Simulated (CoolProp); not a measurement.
Vapour-liquid equilibrium of n-octane (1) + ethylbenzene (2) at 406.8 K; x and y are mole fractions of (1).

Model: multi-fluid Helmholtz-energy mixture model, Beckmüller 2019 and Zhou 2012; pair parameters Bell 2016, in CoolProp.

```tsv
x	bubble pressure, mixture model (MPa)	bubble pressure, Raoult's law (MPa)	y, mixture model	y, Raoult's law
0.05	0.09769	0.09622	0.077	0.065
0.2	[?]	0.1009	0.271	0.250
0.35	0.1116	0.1056	0.428	0.417
0.5	[?]	0.1103	[?]	0.571
0.65	0.1204	0.1150	0.694	0.712
0.8	[?]	0.1196	0.822	0.842
0.95	0.1254	0.1243	0.954	0.962
```

What belongs in the gaps?


- 0.2, bubble pressure, mixture model (MPa): 0.1054
- 0.5, bubble pressure, mixture model (MPa): 0.1165
- 0.5, y, mixture model: 0.566
- 0.8, bubble pressure, mixture model (MPa): 0.1234

The largest gap from Raoult's law is +5.7 % in bubble pressure, at x = 0.35. No azeotrope shows between x = 0.05 and 0.95.

Pair parameters are fitted to limited data, so mixtures are less certain than the pure fluids.
